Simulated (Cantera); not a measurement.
A perfectly stirred reactor is fed with CH3OH : O2 : N2 : H2O = 1 : 1.25 : 8.88 : 0.78 (molar parts), equivalence ratio 1.2, at 39000 Pa; it is adiabatic with a 725 K inlet, and is followed from long to short residence time, starting on the burning branch (τ in s: 0.16, 0.053, 0.017, 0.0055, 0.0018, 0.00058, 0.00019, 6e-05, 1.9e-05, 6.3e-06).

Model: GRI-Mech 3.0 (53 species, 325 reactions), integrated in Cantera. GRI-Mech 3.0 was tuned for natural gas; its chemistry of methanol as a main component is partial and can be far from experiment.

### Question
Predict: blow-out, bracketed by the residence times tried; x(CH3OH) at τ = 0.160 s; x(O2) at τ = 0.160 s; x(H2O) at τ = 0.160 s; x(NO) at τ = 0.160 s; x(CH3OH) at τ = 0.580 ms; x(O2) at τ = 0.580 ms; x(H2O) at τ = 0.580 ms; x(NO) at τ = 0.580 ms; x(C2H2) at τ = 0.580 ms.

### Answer
```json
{
 "blow_out_bracketed_by_the_residence_times_tried": "burning at 0.580 ms, out at 0.190 ms",
 "x(CH3OH) at τ = 0.160 s": "1.53e-6",
 "x(O2) at τ = 0.160 s": "0.000772",
 "x(H2O) at τ = 0.160 s": "0.198",
 "x(NO) at τ = 0.160 s": "4.25e-5",
 "x(CH3OH) at τ = 0.580 ms": "0.000164",
 "x(O2) at τ = 0.580 ms": "0.0108",
 "x(H2O) at τ = 0.580 ms": "0.186",
 "x(NO) at τ = 0.580 ms": "1.18e-5",
 "x(C2H2) at τ = 0.580 ms": "4.39e-7"
}
```
